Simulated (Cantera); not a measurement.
Charge: 1 mol SiF₄, 0.04 mol C₂H₄, 28 mol H₂, at 1423 K and 1.80 mbar.

These are equilibrium values from Cantera (NASA tables, ideal gas, pure condensed phases), not measurements of a reactor. Candidate condensed phases: C, C₆H₆, C₇H₈, C₈H₁₈, Si, SiC; 113 gas species. The tables' values for SiF₃, SiF₂ are old estimates; treat these amounts as uncertain. Rates play no part.

Base state: H₂ 0.953, SiF₄ 0.0265, HF 0.0151, SiF₃ 0.00443, SiF₂ 0.000485, SiHF₃ 0.000459, H 0.000153 (mole fractions); condensed: C(graphite) + SiC(s).

Q: What changes in the equilibrium state with this change: pressure from 1.80 mbar to 33.0 mbar?

A: 
```tsv
species	before	after
H₂	0.953	0.959
SiF₄	0.0265	0.0298
HF	0.0151	0.00753
CH₄	6.22e-6	0.000116
SiH₂F₂	3.68e-6	1.68e-5
H	0.000153	3.58e-5
SiF₂	0.000485	0.000120
C(graphite), mol	0.0123	0.0482
SiC(s), mol	0.0673	0.0282
```
